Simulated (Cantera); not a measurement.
# Calcination and drying: CsOH + H2O + H2

Input: 1 mol CsOH, 0.55 mol H2O, 5.8 mol H2, at 75.0 Torr.

Equilibrium computed with Cantera from the NASA thermochemical tables; the gas is ideal and each condensed phase is pure. Candidate condensed phases: Cs, CsOH, H2O; 15 gas species. The numbers say what is thermodynamically allowed, not how fast it happens.

```json
[
 {"T (°C)": "627", "log p H2": "-1.09", "log p H2O": "-2.11", "log p CsOH": "-2.13", "log p Cs": "-3.96", "log p Cs2(OH)2": "-2.49", "log p H": "-10.48"},
 {"T (°C)": "727", "log p H2": "-1.10", "log p H2O": "-2.09", "log p CsOH": "-1.94", "log p Cs": "-3.27", "log p Cs2(OH)2": "-3.11", "log p H": "-9.20"},
 {"T (°C)": "827", "log p H2": "-1.11", "log p H2O": "-2.06", "log p CsOH": "-1.92", "log p Cs": "-2.89", "log p Cs2(OH)2": "-3.91", "log p H": "-8.14"},
 {"T (°C)": "927", "log p H2": "-1.11", "log p H2O": "-2.01", "log p CsOH": "-1.96", "log p Cs": "-2.63", "log p Cs2(OH)2": "-4.66", "log p H": "-7.26"},
 {"T (°C)": "1027", "log p H2": "-1.12", "log p H2O": "-1.96", "log p CsOH": "-2.01", "log p Cs": "-2.45", "log p Cs2(OH)2": "-5.35", "log p H": "-6.52"},
 {"T (°C)": "1127", "log p H2": "-1.13", "log p H2O": "-1.92", "log p CsOH": "-2.07", "log p Cs": "-2.32", "log p Cs2(OH)2": "-5.97", "log p H": "-5.88"},
 {"T (°C)": "1227", "log p H2": "-1.13", "log p H2O": "-1.88", "log p CsOH": "-2.14", "log p Cs": "-2.22", "log p Cs2(OH)2": "-6.54", "log p H": "-5.32"},
 {"T (°C)": "1327", "log p H2": "-1.14", "log p H2O": "-1.85", "log p CsOH": "-2.22", "log p Cs": "-2.15", "log p Cs2(OH)2": "-7.06", "log p H": "-4.83"},
 {"T (°C)": "1427", "log p H2": "-1.14", "log p H2O": "-1.82", "log p CsOH": "-2.29", "log p Cs": "-2.10", "log p Cs2(OH)2": "-7.55", "log p H": "-4.40"},
 {"T (°C)": "1527", "log p H2": "-1.15", "log p H2O": "-1.80", "log p CsOH": "-2.37", "log p Cs": "-2.06", "log p Cs2(OH)2": "-8.00", "log p H": "-4.02"},
 {"T (°C)": "1627", "log p H2": "-1.15", "log p H2O": "-1.78", "log p CsOH": "-2.45", "log p Cs": "-2.03", "log p Cs2(OH)2": "-8.41", "log p H": "-3.68"},
 {"T (°C)": "1727", "log p H2": "-1.16", "log p H2O": "-1.77", "log p CsOH": "-2.52", "log p Cs": "-2.00", "log p Cs2(OH)2": "-8.79", "log p H": "-3.37"}
]
```
log p: log10 of the partial pressure in bar; nothing condenses.

From 627 °C to 1727 °C nothing is condensed. The main Cs-bearing gas is CsOH at 627 °C and Cs at 1727 °C.
